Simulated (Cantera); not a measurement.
Input (Python, Cantera) and output of one run.

```python
import numpy as np
import cantera as ct

gas_names = """
    H2 C3H8 C2H6 C2H4
""".split()
cond_names = """
    TiC(s) TiC(L) Ti(a) Ti(b) Ti(L)
""".split()


# ... load() reads the species with a 1 bar reference pressure and builds the phases ...
species = {s.name: s for s in load("nasa_gas.yaml", gas_names) + load("nasa_condensed.yaml", cond_names)}
# Each term lists the table entries of one substance; the one whose range holds T is used.
reactions = {
    '4 H2(g) + 3 TiC = 3 Ti + C3H8(g)':
        [(-4, ['H2']), (-3, ['TiC(s)', 'TiC(L)']), (3, ['Ti(a)', 'Ti(b)', 'Ti(L)']), (1, ['C3H8'])],
    '2 C2H6(g) + 2 TiC = 3 C2H4(g) + 2 Ti':
        [(-2, ['C2H6']), (-2, ['TiC(s)', 'TiC(L)']), (3, ['C2H4']), (2, ['Ti(a)', 'Ti(b)', 'Ti(L)'])],
}


def pick(names, T):
    return next(species[n] for n in names if species[n].thermo.min_temp <= T <= species[n].thermo.max_temp)


results = []
for label, terms in reactions.items():
    print(label)
    print("     T/K   dH/kJ  dS/(J/K)   dG/kJ   log10 K")
    for T in [2048, 2098, 2148, 2198, 2248, 2298, 2348]:
        used = [(nu, pick(names, T)) for nu, names in terms]
        dH = sum(nu * s.thermo.h(T) for nu, s in used) / 1e6
        dS = sum(nu * s.thermo.s(T) for nu, s in used) / 1e3
        dG = dH - T * dS / 1e3
        logK = -dG * 1e6 / (ct.gas_constant * T * np.log(10))
        results.append((label, T, dH, dS, dG, logK, [s.name for _, s in used]))
        print(f"{T:8g} {dH:8.1f} {dS:8.1f} {dG:8.1f} {logK:8.2f}")
```

It prints:

```
4 H2(g) + 3 TiC = 3 Ti + C3H8(g)
     T/K   dH/kJ  dS/(J/K)   dG/kJ   log10 K
    2048    492.3   -246.4    997.0   -25.43
    2098    494.6   -245.3   1009.3   -25.13
    2148    496.9   -244.2   1021.5   -24.84
    2198    499.2   -243.2   1033.7   -24.56
    2248    501.4   -242.2   1045.8   -24.30
    2298    503.5   -241.2   1057.9   -24.05
    2348    505.6   -240.4   1070.0   -23.80
2 C2H6(g) + 2 TiC = 3 C2H4(g) + 2 Ti
     T/K   dH/kJ  dS/(J/K)   dG/kJ   log10 K
    2048    728.1    231.4    254.2    -6.48
    2098    728.7    231.7    242.6    -6.04
    2148    729.3    232.0    231.0    -5.62
    2198    729.9    232.2    219.4    -5.21
    2248    730.4    232.5    207.8    -4.83
    2298    730.9    232.7    196.2    -4.46
    2348    731.3    232.9    184.6    -4.11
```

Cantera with NASA thermochemical tables; ideal gases at 1 bar, condensed phases pure. TiC: taken at fixed stoichiometry. Condensed species are held in their standard states even where they would react or evaporate.
